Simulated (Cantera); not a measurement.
Thermodynamics of titanium nitride, carbide and oxide coatings, feed Ti + O2 + H2

Feed: 1 mol Ti, a varied amount of O2, 82 mol H2, held at 0.0260 bar.

These are equilibrium values from Cantera (NASA tables, ideal gas, pure condensed phases), not measurements of a reactor. Candidate condensed phases: H2O, Ti, TiO, TiO2, Ti2O3, Ti3O5, Ti4O7; 12 gas species. Mutual solubility and eutectic melting of coexisting phases are not modelled. TiO: taken at fixed stoichiometry. Condensed phases not in the tables: Magnéli phases beyond Ti4O7. Rates play no part.

Stable condensed phases:

```
T in K \ n(O2) in mol
         0.59  0.8    1  1.2  1.4  1.6  1.9  2.1  2.3  2.5  2.7  2.9
   1825     A    B    C    C    C    C    C    C    C    C    D    E
   1800     A    B    C    C    C    C    C    C    C    E    E    E
   1775     A    B    C    C    C    C    C    C    E    E    E    E
   1750     A    B    C    C    C    C    C    E    E    E    E    E
   1725     A    F    C    C    C    C    E    E    E    E    E    E
   1700     A    F    C    C    C    C    E    E    E    E    E    E
   1675     A    F    C    C    C    E    E    E    E    E    E    G
   1650     A    F    C    C    C    E    E    E    E    E    G    H
   1625     A    F    C    C    E    E    E    E    E    H    H    H
   1600     A    F    C    C    E    E    E    E    H    H    H    H
   1575     A    F    C    E    E    E    E    H    H    H    H    H
   1550     A    F    C    E    E    E    G    H    H    H    H    H
   1525     A    F    C    E    E    E    H    H    H    H    H    H
```

A: TiO + Ti2O3; B: Ti2O3; C: Ti3O5; D: Ti3O5 + Ti4O7; E: Ti4O7; F: Ti2O3 + Ti3O5; G: TiO2 + Ti4O7; H: TiO2.
